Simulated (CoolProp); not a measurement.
Properties of chlorine along the isotherm 246.2 K (Tc = 416.9 K, pc = 7.642 MPa, ω = 0.070).

The numbers come from the reference Helmholtz-energy equation of state, Thol 2021 in CoolProp.

```
p (MPa)   phase        Z  speed of sound (m/s)  expansivity (1/kK)  fugacity coefficient
-------  ------  -------  --------------------  ------------------  --------------------
2.5      liquid  0.05593                  1041               1.776               0.05578
5        liquid   0.1115                  1051               1.748               0.02949
7.5      liquid   0.1669                  1061               1.720               0.02079
10       liquid   0.2219                  1070               1.694               0.01648
12.5     liquid   0.2766                  1080               1.670               0.01394
15       liquid   0.3311                  1089               1.646               0.01227
17.5     liquid   0.3854                  1098               1.624               0.01112
20       liquid   0.4394                  1107               1.602               0.01028
```
